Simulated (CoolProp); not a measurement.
The fluid at 293.15 K and 3.03 MPa is throttled through a valve to 0.36 MPa with no heat exchange. The same conditions are run with several fluids, on thermodynamics alone (safety and materials aside).

The numbers come from the reference Helmholtz-energy equation of state of each fluid (C2F6 (R116): Lemmon 2006; dry air: Lemmon 2000; nitrous oxide: Lemmon 2006; carbon dioxide: Span 1996; ethylene: Smukala 2000) in CoolProp. Blends and air are pseudo-pure fits.

```tsv
fluid	temperature change (K)	final density (kg/m³)
C2F6 (R116)	-55.8	27.6
dry air	-6.1	[?]
nitrous oxide	[?]	7.69
carbon dioxide	-36.3	7.65
ethylene	[?]	4.87
```

**Question.** What belongs in the gaps?

**Answer.** 
- dry air, final density (kg/m³): 4.38
- nitrous oxide, temperature change (K): -37.1
- ethylene, temperature change (K): -35.2
